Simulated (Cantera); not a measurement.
**SiO2 + Al2O3 + H2 (silicates and aluminates)**

Feed: 1 mol SiO2, 0.61 mol Al2O3, 4.3 mol H2, held at 0.133 bar.

Cantera equilibrium calculation (NASA polynomials, part measured and part estimated; ideal gas, pure solids and liquids). Candidate condensed phases: Al, Al2O3, Al2SiO5, Al6Si2O13, H2O, Si, SiO2; 28 gas species. Mutual solubility and eutectic melting of coexisting phases are not modelled. The tables hold silica as quartz up to 1696 K and as liquid above; real silica turns to tridymite and cristobalite and melts near 1996 K. Condensed phases not in the tables: alloys, solid solutions and most ternary compounds. Kinetics and transport are ignored.

| T (°C) | log p H2 | log p SiO | log p H2O | log p H | log p OH | log p SiO2 | log p AlOH | log p AlO2H | n Al6Si2O13(mullite) | n SiO2(condensed) | n SiO2(l) |
|---|---|---|---|---|---|---|---|---|---|---|---|
| 1525 | -0.88 | -3.28 | -3.28 | -3.89 | -7.47 | -8.28 | -8.09 | -9.73 | 0.203 | 0.576 | 0 |
| 1575 | -0.88 | -3.07 | -3.07 | -3.72 | -7.04 | -7.83 | -7.80 | -9.25 | 0.203 | 0.566 | 0 |
| 1625 | -0.88 | -2.88 | -2.88 | -3.55 | -6.63 | -7.40 | -7.52 | -8.80 | 0.203 | 0.550 | 0 |
| 1675 | -0.89 | -2.70 | -2.70 | -3.39 | -6.24 | -6.99 | -7.26 | -8.37 | 0.203 | 0.527 | 0 |
| 1725 | -0.90 | -2.53 | -2.53 | -3.24 | -5.88 | -6.61 | -7.02 | -7.97 | 0.203 | 0 | 0.495 |
| 1775 | -0.91 | -2.37 | -2.37 | -3.10 | -5.53 | -6.24 | -6.79 | -7.58 | 0.203 | 0 | 0.449 |
| 1825 | -0.92 | -2.22 | -2.22 | -2.97 | -5.19 | -5.89 | -6.58 | -7.21 | 0.203 | 0 | 0.387 |
log p: log10 of the partial pressure in bar; n: condensed amount in mol.

From 1525 °C to 1675 °C the condensed part is Al6Si2O13(mullite) + SiO2(condensed). From 1725 °C to 1825 °C the condensed part is Al6Si2O13(mullite) + SiO2(l). The main Si-bearing gas is SiO throughout. The share of Si in condensed phases is highest at 1525 °C (98.3 %) and lowest at 1825 °C (79.3 %).
